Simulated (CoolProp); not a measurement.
The numbers come from the reference Helmholtz-energy equation of state, Lemmon and Jacobsen 2000 in CoolProp.

Problem. For R143a, give the phase and the density (kg/m³), isothermal compressibility (1/MPa), Prandtl number, fugacity coefficient at -0.25 °C and 3.76 MPa; -1.05 °C and 10.8 MPa; -19.75 °C and 1.93 MPa.

Solution. 
- -0.25 °C and 3.76 MPa: liquid; density 1040, isothermal compressibility 0.00472, Prandtl number 2.59, fugacity coefficient 0.158
- -1.05 °C and 10.8 MPa: liquid; density 1070, isothermal compressibility 0.00349, Prandtl number 2.55, fugacity coefficient 0.0688
- -19.75 °C and 1.93 MPa: liquid; density 1090, isothermal compressibility 0.00350, Prandtl number 2.67, fugacity coefficient 0.158

Viscosity comes from a separate model (Klein 1997), an estimate that may be off by 10 % or more. Thermal conductivity comes from a separate model (McLinden 2000), an estimate that may be off by 10 % or more.
